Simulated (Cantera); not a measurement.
Feed: 1 mol Cu2O, 0.51 mol H2, 48 mol N2, at 13300 Pa.

Cantera equilibrium calculation (NASA polynomials, part measured and part estimated; ideal gas, pure solids and liquids). Candidate condensed phases: Cu, CuO, Cu(OH)2, Cu2O, H2O; 27 gas species. Rates play no part. All values below are at 1875 °C.

Base state: N2 0.944, Cu 0.0391, H2O 0.00923, O2 0.00383, NO 0.00165, OH 0.000742, H2 0.000334, O 0.000327 (mole fractions); condensed: gas only.

Q: What changes in the equilibrium state with this change: H2 from 0.51 to 9.6 mol?

A: 
| species | before | after |
|---|---|---|
| N2 | 0.944 | 0.804 |
| H2 | 0.000334 | 0.142 |
| Cu | 0.0391 | 0.0334 |
| H2O | 0.00923 | 0.0167 |
| O2 | 0.00383 | 6.92e-8 |
| CuO | 8.26e-5 | 3.00e-7 |
